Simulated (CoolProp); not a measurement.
Vapour-liquid equilibrium of R1234yf (1) + R1234ze(E) (2) at 1.88 bar; x and y are mole fractions of (1).

Values from CoolProp's multi-fluid Helmholtz-energy mixture model, Lemmon 2022 and Thol 2016; pair parameters Bell 2022.

```json
[
 {"x": "0.05", "bubble temperature (°C)": "-4.5", "y at the bubble point": "0.074", "dew temperature at overall composition x (°C)": "-4.3", "liquid density (mol/L)": "10.96"},
 {"x": "0.2", "bubble temperature (°C)": "-6.5", "y at the bubble point": "0.271", "dew temperature at overall composition x (°C)": "-5.8", "liquid density (mol/L)": "10.93"},
 {"x": "0.35", "bubble temperature (°C)": "-8.2", "y at the bubble point": "0.440", "dew temperature at overall composition x (°C)": "-7.3", "liquid density (mol/L)": "10.90"},
 {"x": "0.5", "bubble temperature (°C)": "-9.8", "y at the bubble point": "0.591", "dew temperature at overall composition x (°C)": "-8.8", "liquid density (mol/L)": "10.86"},
 {"x": "0.65", "bubble temperature (°C)": "-11.2", "y at the bubble point": "0.727", "dew temperature at overall composition x (°C)": "-10.4", "liquid density (mol/L)": "10.81"},
 {"x": "0.8", "bubble temperature (°C)": "-12.6", "y at the bubble point": "0.851", "dew temperature at overall composition x (°C)": "-12.0", "liquid density (mol/L)": "10.76"},
 {"x": "0.95", "bubble temperature (°C)": "-14.0", "y at the bubble point": "0.965", "dew temperature at overall composition x (°C)": "-13.8", "liquid density (mol/L)": "10.71"}
]
```

No azeotrope shows between x = 0.05 and 0.95.

The pair parameters rest on a limited set of measurements; away from them the model extrapolates.
